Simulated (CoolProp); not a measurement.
Vapour-liquid equilibrium of R1234yf (1) + R227EA (2) at 24.9 kPa; x and y are mole fractions of (1).

The numbers come from the multi-fluid Helmholtz-energy mixture model, Lemmon 2022 and Lemmon 2016; pair parameters Bell 2016 in CoolProp.

```
x     bubble temperature, mixture model (K)  bubble temperature, Raoult's law (K)  y, mixture model  y, Raoult's law
----  -------------------------------------  ------------------------------------  ----------------  ---------------
0.05                                  227.7                                 227.7             0.097            0.095
0.2                                   225.2                                 225.4             0.338            0.337
0.35                                  223.1                                 223.2             0.523            0.526
0.5                                   221.2                                 221.3             0.671            0.676
0.65                                  219.5                                 219.5             0.792            0.797
0.8                                   217.9                                 217.9             0.892            0.895
0.95                                  216.4                                 216.5             0.975            0.976
```

The largest gap from Raoult's law is -0.2 K in bubble temperature, at x = 0.2. No azeotrope shows between x = 0.05 and 0.95.

The pair parameters rest on a limited set of measurements; away from them the model extrapolates.
